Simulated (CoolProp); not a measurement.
Hydrogen chloride along the isotherm 252.5 K: Z from the reference equation and from simpler models built on Tc = 324.7 K, pc = 8.314 MPa, ω = 0.130; each cubic takes its own stable root.

Model: reference Helmholtz-energy equation of state, Thol 2018, in CoolProp.

```
p (MPa)   phase  reference
-------  ------  ---------
1.48     liquid    0.02562
2.97     liquid    0.05116
4.45     liquid    0.07631
5.94     liquid     0.1014
7.42     liquid     0.1261
8.91     liquid     0.1508
10.4     liquid     0.1754
11.9     liquid     0.1999
13.4     liquid     0.2243
14.8     liquid     0.2469
16.3     liquid     0.2710
17.8     liquid     0.2949
19.3     liquid     0.3187
20.8     liquid     0.3424
```

Q: How far does each simpler model (van der Waals, Redlich-Kwong, Soave-Redlich-Kwong, Peng-Robinson) lie from the reference over these 14 states: mean and median of the absolute difference, and the worst?

A: 
- van der Waals: mean 301.6 %, median 63.7 %, worst +3390.2 % at 252.5 K and 1.48 MPa
- Redlich-Kwong: mean 248.8 %, median 16.9 %, worst +3263.4 % at 252.5 K and 1.48 MPa
- Soave-Redlich-Kwong: mean 15.2 %, median 15.1 %, worst +16.3 % at 252.5 K and 1.48 MPa
- Peng-Robinson: mean 1.9 %, median 1.9 %, worst +2.6 % at 252.5 K and 1.48 MPa

At some of these states van der Waals, Redlich-Kwong gives the other phase, because its saturation line lies elsewhere.
